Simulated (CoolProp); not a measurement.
Model: reference Helmholtz-energy equation of state, Lemmon 2006, in CoolProp. It is a short technical equation, of lower accuracy than the large ones.

Q: Give the vapour pressure (MPa), liquid density (kg/m³), vapour density (kg/m³), enthalpy of vaporisation (kJ/kg) of saturated n-nonane at 327.3, 474.2 K.

A: 
```tsv
T (K)	p (MPa)	liquid density (kg/m³)	vapour density (kg/m³)	enthalpy of vaporisation (kJ/kg)
327.3	0.00299	691	0.141	346
474.2	0.325	559	12.2	252
```
